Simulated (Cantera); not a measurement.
An isothermal, constant-pressure homogeneous reactor starts with H2 : O2 = 0.0013 : 1 (molar parts), equivalence ratio 0.00065, at 1225 K and 2670 Pa.

Detailed kinetics in Cantera: GRI-Mech 3.0 (53 species, 325 reactions). Radical loss at walls, strong at low pressure, is not modelled.

x: mole fraction; the columns are a selection and need not sum to one.

```json
[
 {"t (s)": "2.00e-5", "x H2": "0.00130", "x O2": "0.999", "x O": "2.92e-11", "x HO2": "7.58e-11", "x OH": "2.92e-11", "x H2O2": "<1e-12"},
 {"t (s)": "5.64e-5", "x H2": "0.00130", "x O2": "0.999", "x O": "1.47e-10", "x HO2": "2.14e-10", "x OH": "1.46e-10", "x H2O2": "<1e-12"},
 {"t (s)": "0.000159", "x H2": "0.00130", "x O2": "0.999", "x O": "5.51e-10", "x HO2": "6.04e-10", "x OH": "5.37e-10", "x H2O2": "<1e-12"},
 {"t (s)": "0.000448", "x H2": "0.00130", "x O2": "0.999", "x O": "1.89e-9", "x HO2": "1.70e-9", "x OH": "1.75e-9", "x H2O2": "<1e-12"},
 {"t (s)": "0.00126", "x H2": "0.00130", "x O2": "0.999", "x O": "7.47e-9", "x HO2": "4.80e-9", "x OH": "6.31e-9", "x H2O2": "<1e-12"},
 {"t (s)": "0.00356", "x H2": "0.00130", "x O2": "0.999", "x O": "5.15e-8", "x HO2": "1.37e-8", "x OH": "3.89e-8", "x H2O2": "5.15e-12"},
 {"t (s)": "0.0100", "x H2": "0.00129", "x O2": "0.999", "x O": "2.67e-6", "x HO2": "5.02e-8", "x OH": "1.94e-6", "x H2O2": "3.59e-11"},
 {"t (s)": "0.0283", "x H2": "5.94e-5", "x O2": "0.998", "x O": "0.00106", "x HO2": "3.80e-7", "x OH": "0.000204", "x H2O2": "1.23e-8"},
 {"t (s)": "0.0797", "x H2": "6.79e-7", "x O2": "0.998", "x O": "0.00102", "x HO2": "2.12e-7", "x OH": "0.000107", "x H2O2": "3.91e-9"},
 {"t (s)": "0.225", "x H2": "…", "x O2": "0.998", "x O": "…", "x HO2": "…", "x OH": "…", "x H2O2": "…"},
 {"t (s)": "0.634", "x H2": "…", "x O2": "0.998", "x O": "…", "x HO2": "…", "x OH": "…", "x H2O2": "…"},
 {"t (s)": "1.79", "x H2": "7.32e-8", "x O2": "0.999", "x O": "0.000109", "x HO2": "5.89e-8", "x OH": "3.53e-5", "x H2O2": "1.39e-9"},
 {"t (s)": "5.03", "x H2": "1.50e-8", "x O2": "0.999", "x O": "2.23e-5", "x HO2": "2.06e-8", "x OH": "1.61e-5", "x H2O2": "4.15e-10"},
 {"t (s)": "14.2", "x H2": "2.76e-9", "x O2": "0.999", "x O": "4.13e-6", "x HO2": "6.03e-9", "x OH": "6.95e-6", "x H2O2": "9.05e-11"},
 {"t (s)": "40.0", "x H2": "5.82e-10", "x O2": "0.999", "x O": "8.79e-7", "x HO2": "2.65e-9", "x OH": "3.21e-6", "x H2O2": "2.06e-11"}
]
```

Q: Some entries are withheld; supply them.

A: 
- 0.225, x H2: 4.92e-7
- 0.225, x O: 0.000736
- 0.225, x HO2: 1.78e-7
- 0.225, x OH: 9.08e-5
- 0.225, x H2O2: 3.55e-9
- 0.634, x H2: 2.44e-7
- 0.634, x O: 0.000362
- 0.634, x HO2: 1.20e-7
- 0.634, x OH: 6.41e-5
- 0.634, x H2O2: 2.71e-9
